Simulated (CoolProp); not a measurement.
R22 at several states: density (kg/m³) from the reference equation and from simpler models built on Tc = 369.3 K, pc = 4.990 MPa, ω = 0.221; each cubic takes its own stable root.

The numbers come from the reference Helmholtz-energy equation of state, Kamei 1995 in CoolProp.

```
T (K)  p (MPa)   phase  reference
-----  -------  ------  ---------
362.2    0.119     gas      3.447
352.4     6.34  liquid      974.0
298.3    0.474     gas      17.81
219.3     1.21  liquid       1449
```

How far does each simpler model (Redlich-Kwong, Soave-Redlich-Kwong) lie from the reference over these 4 states: mean and median of the absolute difference, and the worst?


- Redlich-Kwong: mean 7.4 %, median 6.2 %, worst -17.1 % at 352.4 K and 6.34 MPa
- Soave-Redlich-Kwong: mean 6.2 %, median 4.9 %, worst -15.2 % at 352.4 K and 6.34 MPa
